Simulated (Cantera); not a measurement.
What does this Cantera script print?

```python
import numpy as np
import cantera as ct

gas = ct.Solution("SiF4_NH3_mec.yaml", "gas")
gas.TPX = 2100, 17000, {'NH3': 1, 'H2': 24}
reactor = ct.IdealGasConstPressureReactor(gas, energy="off", clone=False)
net = ct.ReactorNet([reactor])
net.rtol, net.atol = 1e-08, 1e-18
show = ['NH3', 'H2', 'N2', 'H', 'N2H2', 'N', 'NH2']
times = np.geomspace(2e-06, 10, 9)

steps = ct.SolutionArray(gas, extra=["t"])
rows = []
print(f"{'t/s':>10s}{'T/K':>9s}{'P/Pa':>11s}" + "".join(f"{s:>11s}" for s in show))
for t in times:
    while net.time < t:
        t_next = net.step()
        steps.append(gas.state, t=t_next)
    rows.append([np.interp(t, steps.t, y) for y in (steps.T, steps.P, *steps(*show).X.T)])
    print(f"{t:10.3e}{rows[-1][0]:9.1f}{rows[-1][1]:11.4g}" + "".join(f"{x:11.3e}" for x in rows[-1][2:]))
rate = np.gradient(steps.T, steps.t)
print("integrator steps:", len(steps.t))
if steps.T.max() > steps.T[0] + 200:
    print(f"time of steepest temperature rise: {steps.t[rate.argmax()]:.4e} s")
gas.TPX = 2100, 17000, {'NH3': 1, 'H2': 24}
gas.equilibrate("TP")
print(f"equilibrium (TP): T = {gas.T:.1f} K  " + "  ".join(f"{s} {gas[s].X[0]:.3e}" for s in show))
```

Result:

```
       t/s      T/K       P/Pa        NH3         H2         N2          H       N2H2          N        NH2
 2.000e-06   2100.0    1.7e+04  4.000e-02  9.600e-01  2.215e-17  8.097e-07  1.204e-14  5.343e-17  1.960e-07
 1.375e-05   2100.0    1.7e+04  4.000e-02  9.600e-01  4.998e-14  6.058e-06  5.126e-13  5.546e-14  8.570e-07
 9.457e-05   2100.0    1.7e+04  3.999e-02  9.600e-01  1.235e-10  4.216e-05  2.688e-11  2.211e-11  5.380e-06
 6.503e-04   2100.0    1.7e+04  3.996e-02  9.597e-01  2.109e-07  2.894e-04  2.016e-09  7.316e-09  3.633e-05
 4.472e-03   2100.0    1.7e+04  3.936e-02  9.586e-01  1.884e-04  1.599e-03  1.636e-07  1.198e-06  1.974e-04
 3.075e-02   2100.0    1.7e+04  2.926e-02  9.634e-01  5.041e-03  2.139e-03  1.955e-07  2.101e-06  1.953e-04
 2.115e-01   2100.0    1.7e+04  2.485e-03  9.744e-01  1.796e-02  5.105e-03  1.428e-08  2.388e-06  3.913e-05
 1.454e+00   2100.0    1.7e+04  3.660e-05  9.733e-01  1.914e-02  7.503e-03  8.614e-12  1.128e-07  8.486e-07
 1.000e+01   2100.0    1.7e+04  4.476e-06  9.733e-01  1.916e-02  7.505e-03  1.449e-13  1.380e-08  1.038e-07
integrator steps: 1281
equilibrium (TP): T = 2100.0 K  NH3 3.868e-07  H2 9.733e-01  N2 1.916e-02  H 7.505e-03  N2H2 1.723e-14  N 1.192e-09  NH2 8.970e-09
```

Computed with Cantera and the gas-phase N/H chemistry of the illustrative SiF4/NH3 mechanism in the Surface Chemkin manual (1991). Walls and surfaces, which speed up NH3 decomposition in real reactors, are not modelled.
